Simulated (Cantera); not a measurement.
Feed: 1 mol (CH₃)₂SiCl₂, 0.94 mol CH₄, 12 mol H₂, held at 750 Torr.

Cantera equilibrium calculation (NASA polynomials, part measured and part estimated; ideal gas, pure solids and liquids). Candidate condensed phases: C, C₆H₆, C₇H₈, C₈H₁₈, Si, SiC; 109 gas species. The feed counts by its element totals alone. The tables' values for SiCl₃ are old estimates; treat these amounts as uncertain. Equilibrium is a limit: real reactors are often held back by kinetics, nucleation or transport.

Q: At 1677 °C, list the 4 most abundant gas species with their mole fractions, and the condensed phases.

A: H₂ 0.888, HCl 0.108, SiCl₂ 0.00153, H 0.00108. Condensed: C(graphite) + SiC(s).
